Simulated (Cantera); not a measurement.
## Equilibrium for silicon oxide and oxynitride deposition: SiCl4 + H2O

Input: 1 mol SiCl4, 1.5 mol H2O, at 0.0825 Torr.

Equilibrium computed with Cantera from the NASA thermochemical tables; the gas is ideal and each condensed phase is pure. Candidate condensed phases: H2O, Si, SiO2; 30 gas species. The tables' values for SiCl3 are old estimates; treat these amounts as uncertain. The tables hold silica as quartz up to 1696 K and as liquid above; real silica turns to tridymite and cristobalite and melts near 1996 K. Rates play no part.

```json
[
 {"T (°C)": "427", "log p HCl": "-3.99", "log p Cl": "-11.88", "log p SiO": "<-15", "log p SiCl4": "-5.07", "log p SiCl2": "<-15", "log p SiCl3": "-14.59", "n SiO2(α-quartz)": "0.750", "n SiO2(β-quartz)": "0", "n SiO2(condensed)": "0"},
 {"T (°C)": "527", "log p HCl": "-3.99", "log p Cl": "-10.35", "log p SiO": "<-15", "log p SiCl4": "-5.07", "log p SiCl2": "<-15", "log p SiCl3": "-12.45", "n SiO2(α-quartz)": "0.750", "n SiO2(β-quartz)": "0", "n SiO2(condensed)": "0"},
 {"T (°C)": "627", "log p HCl": "-3.99", "log p Cl": "-9.22", "log p SiO": "<-15", "log p SiCl4": "-5.07", "log p SiCl2": "-14.70", "log p SiCl3": "-10.73", "n SiO2(α-quartz)": "0", "n SiO2(β-quartz)": "0.750", "n SiO2(condensed)": "0"},
 {"T (°C)": "727", "log p HCl": "-3.99", "log p Cl": "-8.34", "log p SiO": "-15.83", "log p SiCl4": "-5.07", "log p SiCl2": "-12.18", "log p SiCl3": "-9.32", "n SiO2(α-quartz)": "0", "n SiO2(β-quartz)": "0.750", "n SiO2(condensed)": "0"},
 {"T (°C)": "827", "log p HCl": "-3.99", "log p Cl": "-7.61", "log p SiO": "-12.89", "log p SiCl4": "-5.07", "log p SiCl2": "-10.15", "log p SiCl3": "-8.18", "n SiO2(α-quartz)": "0", "n SiO2(β-quartz)": "0.750", "n SiO2(condensed)": "0"},
 {"T (°C)": "927", "log p HCl": "-3.99", "log p Cl": "-6.96", "log p SiO": "-10.53", "log p SiCl4": "-5.08", "log p SiCl2": "-8.53", "log p SiCl3": "-7.28", "n SiO2(α-quartz)": "0", "n SiO2(β-quartz)": "0.750", "n SiO2(condensed)": "0"},
 {"T (°C)": "1027", "log p HCl": "-4.00", "log p Cl": "-6.35", "log p SiO": "-8.67", "log p SiCl4": "-5.09", "log p SiCl2": "-7.31", "log p SiCl3": "-6.59", "n SiO2(α-quartz)": "0", "n SiO2(β-quartz)": "0.750", "n SiO2(condensed)": "0"},
 {"T (°C)": "1127", "log p HCl": "-4.00", "log p Cl": "-5.76", "log p SiO": "-7.22", "log p SiCl4": "-5.15", "log p SiCl2": "-6.44", "log p SiCl3": "-6.11", "n SiO2(α-quartz)": "0", "n SiO2(β-quartz)": "0.749", "n SiO2(condensed)": "0"},
 {"T (°C)": "1227", "log p HCl": "-4.02", "log p Cl": "-5.23", "log p SiO": "-6.09", "log p SiCl4": "-5.32", "log p SiCl2": "-5.86", "log p SiCl3": "-5.84", "n SiO2(α-quartz)": "0", "n SiO2(β-quartz)": "0.737", "n SiO2(condensed)": "0"},
 {"T (°C)": "1327", "log p HCl": "-4.08", "log p Cl": "-4.79", "log p SiO": "-5.25", "log p SiCl4": "-5.90", "log p SiCl2": "-5.71", "log p SiCl3": "-6.00", "n SiO2(α-quartz)": "0", "n SiO2(β-quartz)": "0.649", "n SiO2(condensed)": "0"},
 {"T (°C)": "1427", "log p HCl": "-4.13", "log p Cl": "-4.61", "log p SiO": "-4.92", "log p SiCl4": "-8.07", "log p SiCl2": "-6.84", "log p SiCl3": "-7.60", "n SiO2(α-quartz)": "0", "n SiO2(β-quartz)": "0", "n SiO2(condensed)": "0.507"}
]
```
log p: log10 of the partial pressure in bar; n: condensed amount in mol.

From 427 °C to 527 °C the condensed part is SiO2(α-quartz). From 627 °C to 1327 °C the condensed part is SiO2(β-quartz). At 1427 °C the condensed part is SiO2(condensed). The main Si-bearing gas is SiCl4 at 427 °C and SiO at 1427 °C.
